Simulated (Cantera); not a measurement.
Input (Python, Cantera):

```python
import numpy as np
import cantera as ct

surf = ct.Interface("diamond.yaml", "diamond_100")
gas, bulk = surf.adjacent["gas"], surf.adjacent["diamond"]
k = surf.kinetics_species_index(bulk.species_names[0])
cover = ["c6HH", "c6H*", "c6*H", "c6**", "c6HM", "c6B"]

rows, drift = [], 0.0
print(f"{'xH':>10s}{'um/h':>11s}" + "".join(f"{s:>11s}" for s in cover))
for v in [0.0001, 0.00023, 0.00052, 0.0012, 0.0027, 0.0062, 0.014, 0.032, 0.074]:
    T, P, xH, xCH3 = 1275, 6000, v, 0.00026
    gas.TPX = T, P, {"H": xH, "CH3": xCH3, "CH4": 0.0032, "H2": 1 - xH - xCH3 - 0.0032}
    surf.TP = bulk.TP = T, P
    surf.coverages = "c6H*:0.1, c6HH:0.9"
    surf.advance_coverages(100.0)
    before = surf.coverages
    surf.advance_coverages(100.0)
    drift = max(drift, np.max(np.abs(surf.coverages - before) / (surf.coverages + 1e-9)))
    rate = surf.net_production_rates[k] * bulk.mean_molecular_weight / bulk.density * 3.6e9
    rows.append([rate, *surf[cover].coverages])
    print(f"{v:10.4g}{rate:11.4e}" + "".join(f"{x:11.3e}" for x in rows[-1][1:]))
```

It prints:

```
        xH       um/h       c6HH       c6H*       c6*H       c6**       c6HM        c6B
    0.0001 1.2744e-01  6.482e-01  2.835e-02  3.161e-01  4.127e-03  4.950e-04  3.458e-10
   0.00023 4.1590e-01  5.388e-01  3.675e-02  4.098e-01  1.008e-02  6.979e-04  1.129e-09
   0.00052 9.4315e-01  4.670e-01  4.193e-02  4.675e-01  1.883e-02  8.887e-04  2.559e-09
    0.0012 1.7031e+00  4.259e-01  4.460e-02  4.971e-01  2.828e-02  1.042e-03  4.621e-09
    0.0027 2.6862e+00  4.060e-01  4.576e-02  5.098e-01  3.524e-02  1.115e-03  7.289e-09
    0.0062 4.2306e+00  3.963e-01  4.630e-02  5.154e-01  3.949e-02  1.091e-03  1.148e-08
     0.014 6.6955e+00  3.920e-01  4.662e-02  5.177e-01  4.165e-02  9.609e-04  1.817e-08
     0.032 1.0266e+01  3.902e-01  4.696e-02  5.187e-01  4.275e-02  7.327e-04  2.786e-08
     0.074 1.4233e+01  3.894e-01  4.755e-02  5.188e-01  4.339e-02  4.682e-04  3.862e-08
```

Detailed kinetics in Cantera: the Harris–Goodwin 1993 mechanism for the reconstructed diamond (100) surface.
